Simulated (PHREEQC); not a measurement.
# Ultrapure water in contact with air or piping (model solution)

A made-up water analysis in mmol/kgw, 25 °C, pH 5.87, pe 11.1:

| constituent | mmol/kgw |
|---|---|
| Na | 0.00651 |
| K | 0.00104 |
| Ca | 0.0221 |
| Mg | 0.00273 |
| Cl | 0.0182 |
| S(6) | 0.0147 |
| Alkalinity (meq/kgw) | 0.0116 |
| N(5) | 0.0003 |
| Ba | 0.00102 |
| Si | 0.00102 |

Valence states are taken as typed.

Computed with PHREEQC (ion-association model, phreeqc.dat).

```yaml
ionic_strength: 0.000101 mol/kgw
charge_balance_error: -0.2 %
```

| species | molality | activity | log γ |
|---|---|---|---|
| CO2 | 3.88e-5 | 3.88e-5 | 0.000 |
| Ca+2 | 2.20e-5 | 2.10e-5 | -0.020 |
| Cl- | 1.82e-5 | 1.80e-5 | -0.005 |
| SO4-2 | 1.46e-5 | 1.40e-5 | -0.020 |
| HCO3- | 1.29e-5 | 1.28e-5 | -0.005 |
| Na+ | 6.51e-6 | 6.43e-6 | -0.005 |
| Mg+2 | 2.72e-6 | 2.60e-6 | -0.020 |
| H+ | 1.37e-6 | 1.35e-6 | -0.005 |
| K+ | 1.04e-6 | 1.03e-6 | -0.005 |
| H4SiO4 | 1.02e-6 | 1.02e-6 | 0.000 |
| Ba+2 | 1.01e-6 | 9.67e-7 | -0.020 |
| NO3- | 3.00e-7 | 2.96e-7 | -0.005 |
| CaSO4 | 5.23e-8 | 5.23e-8 | 0.000 |
| MgSO4 | 8.51e-9 | 8.51e-9 | 0.000 |

No solid was allowed to form. Species that the database lacks are ignored.
